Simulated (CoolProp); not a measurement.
Vapour-liquid equilibrium of R22 (1) + R123 (2) at 212.8 K; x and y are mole fractions of (1).

Computed with CoolProp (multi-fluid Helmholtz-energy mixture model, Kamei 1995 and Younglove 1994; pair parameters Bell 2016).

**Question.** Give the bubble pressure and the first vapour's composition at x = 0.2, 0.275, 0.875. Is there an azeotrope?

**Answer.** x = 0.2: 0.008344 MPa, y = 0.925; x = 0.275: 0.01134 MPa, y = 0.950; x = 0.875: 0.03244 MPa, y = 0.996. No azeotrope shows between x = 0.05 and 0.95.

Pair parameters are fitted to limited data, so mixtures are less certain than the pure fluids. The gap from Raoult's law changes sign with composition, which may be real or a fault of the pair parameters; it wasn't checked against measurements.
